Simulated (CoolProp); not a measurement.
Vapour-liquid equilibrium of R125 (1) + propylene (2) at 262.7 K; x and y are mole fractions of (1).

Values from CoolProp's multi-fluid Helmholtz-energy mixture model, Lemmon 2005 and Lemmon 2013; pair parameters Bell 2016.

Problem. Give the bubble pressure and the first vapour's composition at x = 0.2, 0.35, 0.65. Is there an azeotrope?

Solution. x = 0.2: 0.5321 MPa, y = 0.322; x = 0.35: 0.5656 MPa, y = 0.436; x = 0.65: 0.5759 MPa, y = 0.610. y crosses x between x = 0.5 and 0.65: the model has an azeotrope there.

Pair parameters are fitted to limited data, so mixtures are less certain than the pure fluids.
